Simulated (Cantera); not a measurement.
Feed: 1 mol SiC, 0.059 mol H2, held at 0.100 bar.

These are equilibrium values from Cantera (NASA tables, ideal gas, pure condensed phases), not measurements of a reactor. Candidate condensed phases: C, C6H6, C7H8, C8H18, Si, SiC; 87 gas species. Gases not in the tables: Si2H6 and higher silanes. Rates play no part.

log p: log10 of the partial pressure in bar; n: condensed amount in mol.

| T (°C) | log p H2 | log p H | log p Si | log p SiC2 | log p C2H2 (acetylene) | log p Si2C | n SiC(s) | n C(graphite) |
|---|---|---|---|---|---|---|---|---|
| 1402 | -1.00 | -4.44 | -6.88 | -11.77 | -7.95 | -9.16 | 1.00 | 0 |
| 1502 | -1.00 | -4.04 | -6.34 | -10.22 | -6.83 | -8.37 | 1.000 | 0 |
| 1602 | -1.00 | (withheld) | (withheld) | (withheld) | (withheld) | (withheld) | 1.000 | 0 |
| 1702 | -1.00 | -3.36 | -5.20 | -7.82 | -5.37 | -6.81 | 1.000 | 0 |
| 1802 | -1.00 | -3.08 | -4.67 | -6.84 | -4.85 | -6.10 | 1.000 | 0 |
| 1902 | -1.01 | -2.82 | -4.18 | -5.96 | -4.38 | -5.45 | 1.000 | 0 |
| 2002 | -1.01 | -2.58 | -3.74 | -5.16 | -3.96 | -4.86 | 1.000 | 0 |
| 2102 | -1.02 | -2.36 | -3.33 | -4.43 | -3.57 | -4.33 | 1.000 | 0 |
| 2202 | -1.04 | (withheld) | (withheld) | (withheld) | (withheld) | (withheld) | 0.999 | 0 |
| 2302 | -1.07 | -2.00 | -2.62 | -3.15 | -2.94 | -3.38 | 0.997 | 0 |
| 2402 | -1.13 | -1.85 | -2.25 | -2.63 | -2.79 | -2.91 | 0.992 | 0.00121 |

**Question.** Complete the blanks.

**Answer.** 
- 1602, log p H: -3.68
- 1602, log p Si: -5.77
- 1602, log p SiC2: -8.92
- 1602, log p C2H2 (acetylene): -5.99
- 1602, log p Si2C: -7.58
- 2202, log p H: -2.17
- 2202, log p Si: -2.96
- 2202, log p SiC2: -3.76
- 2202, log p C2H2 (acetylene): -3.23
- 2202, log p Si2C: -3.84
